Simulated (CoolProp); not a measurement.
Computed with CoolProp (reference Helmholtz-energy equation of state, Lemmon 2013).

Problem. For propylene, give the phase and the cp (kJ/(kg K)), isothermal compressibility (1/MPa), expansivity (1/kK), Prandtl number at 119.15 °C and 12900 kPa.

Solution. 
- 119.15 °C and 12900 kPa: supercritical; cp 3.23, isothermal compressibility 0.0252, expansivity 5.80, Prandtl number 2.03

Viscosity comes from a separate model (Huber 2003), an estimate that may be off by 10 % or more. Thermal conductivity comes from a separate model (Huber 2003), an estimate that may be off by 10 % or more.
